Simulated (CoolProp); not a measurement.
R1234ze(Z) at several states: Z from the reference equation and from simpler models built on Tc = 423.3 K, pc = 3531 kPa, ω = 0.327; each cubic takes its own stable root.

Values from CoolProp's reference Helmholtz-energy equation of state, Akasaka 2019.

| T (K) | p (kPa) | phase | reference | Soave-Redlich-Kwong | Peng-Robinson |
|---|---|---|---|---|---|
| 417 | 1740 | gas | 0.7736 | 0.7950 | 0.7771 |
| 391.7 | 11500 | liquid | 0.3965 | 0.4843 | 0.4320 |
| 319.9 | 2690 | liquid | 0.09817 | 0.1209 | 0.1069 |
| 393 | 147 | gas | 0.9793 | 0.9815 | 0.9798 |
| 365 | 2050 | liquid | 0.07527 | 0.09520 | 0.08400 |
| 345.9 | 4080 | liquid | 0.1464 | 0.1810 | 0.1600 |
